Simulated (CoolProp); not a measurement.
Saturation properties of ethane.

Values from CoolProp's reference Helmholtz-energy equation of state, Bücker 2006.

```csv
T (K),p (kPa),enthalpy of vaporisation (kJ/kg),vapour Z,surface tension (mN/m),vapour viscosity (µPa s)
221.4,518.0,433.0,0.8933,10.5,7.14
229.6,690.8,417.5,0.8697,9.25,7.45
237.8,902.7,400.7,0.8432,8.05,7.79
245.9,1155,382.4,0.8139,6.89,8.15
254.1,1459,361.8,0.7805,5.74,8.55
262.2,1814,338.9,0.7435,4.64,9.01
270.4,2232,312.4,0.7011,3.58,9.56
278.6,2717,281.3,0.6522,2.56,10.2
286.7,3268,244.0,0.5949,1.63,11.1
```

It boils at 184.6 K under 1 atm.

Viscosity comes from a separate model (Friend 1991). Surface tension comes from a separate correlation (Mulero 2012).
